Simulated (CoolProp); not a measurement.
Vapour-liquid equilibrium of ethylene (1) + 1-butene (2) at 216.9 K; x and y are mole fractions of (1).

Values from CoolProp's multi-fluid Helmholtz-energy mixture model, Smukala 2000 and Lemmon 2005; pair parameters Bell 2016.

```json
[
 {"x": "0.05", "bubble pressure (MPa)": "0.04995", "y at the bubble point": "0.835", "dew pressure at overall composition x (MPa)": "0.008952", "liquid density (mol/L)": "12.36"},
 {"x": "0.15", "bubble pressure (MPa)": "0.1325", "y at the bubble point": "0.942", "dew pressure at overall composition x (MPa)": "0.01000", "liquid density (mol/L)": "12.84"},
 {"x": "0.25", "bubble pressure (MPa)": "0.2151", "y at the bubble point": "0.967", "dew pressure at overall composition x (MPa)": "0.01132", "liquid density (mol/L)": "13.35"},
 {"x": "0.35", "bubble pressure (MPa)": "0.2980", "y at the bubble point": "0.978", "dew pressure at overall composition x (MPa)": "0.01305", "liquid density (mol/L)": "13.89"},
 {"x": "0.45", "bubble pressure (MPa)": "0.3812", "y at the bubble point": "0.985", "dew pressure at overall composition x (MPa)": "0.01540", "liquid density (mol/L)": "14.45"},
 {"x": "0.55", "bubble pressure (MPa)": "0.4647", "y at the bubble point": "0.989", "dew pressure at overall composition x (MPa)": "0.01878", "liquid density (mol/L)": "15.03"},
 {"x": "0.65", "bubble pressure (MPa)": "0.5486", "y at the bubble point": "0.992", "dew pressure at overall composition x (MPa)": "0.02405", "liquid density (mol/L)": "15.62"},
 {"x": "0.75", "bubble pressure (MPa)": "0.6332", "y at the bubble point": "0.995", "dew pressure at overall composition x (MPa)": "0.03343", "liquid density (mol/L)": "16.22"},
 {"x": "0.85", "bubble pressure (MPa)": "0.7198", "y at the bubble point": "0.997", "dew pressure at overall composition x (MPa)": "0.05482", "liquid density (mol/L)": "16.80"},
 {"x": "0.95", "bubble pressure (MPa)": "0.8113", "y at the bubble point": "0.999", "dew pressure at overall composition x (MPa)": "0.1516", "liquid density (mol/L)": "17.33"}
]
```

No azeotrope shows between x = 0.05 and 0.95.

Pair parameters are fitted to limited data, so mixtures are less certain than the pure fluids.
